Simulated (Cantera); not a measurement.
A perfectly stirred reactor is fed with 7.34 % H2, 12.0 % O2, 80.6 % N2, equivalence ratio 0.30, at 1.00 bar; it is held at 1350 K, and followed from long to short residence time.

Model: GRI-Mech 3.0 (53 species, 325 reactions), integrated in Cantera. The temperature is held fixed by assumption; the heat of reaction is taken as removed at once.

x: mole fraction; the columns are a selection and need not sum to one.

| τ (s) | x H2 | x O2 | x H2O2 | x OH | x H2O | x H |
|---|---|---|---|---|---|---|
| 7.8 | 6.89e-6 | 0.0868 | ? | 6.67e-5 | 0.0762 | 1.00e-7 |
| 1.3 | 2.28e-5 | 0.0868 | ? | 0.000120 | 0.0761 | 5.94e-7 |
| 0.22 | 7.38e-5 | 0.0868 | ? | 0.000215 | 0.0760 | 3.53e-6 |
| 0.037 | 0.000236 | 0.0867 | ? | 0.000387 | 0.0757 | 2.11e-5 |
| 0.0062 | 0.000729 | 0.0867 | ? | 0.000713 | 0.0750 | 0.000125 |
| 0.0010 | 0.00218 | 0.0868 | ? | 0.00136 | 0.0728 | 0.000739 |
| 0.00017 | 0.00600 | 0.0875 | ? | 0.00248 | 0.0665 | 0.00364 |

### Question
What belongs in the gaps?

### Answer

- 7.8, x H2O2: 3.48e-8
- 1.3, x H2O2: 9.07e-8
- 0.22, x H2O2: 2.17e-7
- 0.037, x H2O2: 4.79e-7
- 0.0062, x H2O2: 9.70e-7
- 0.0010, x H2O2: 1.78e-6
- 0.00017, x H2O2: 2.74e-6
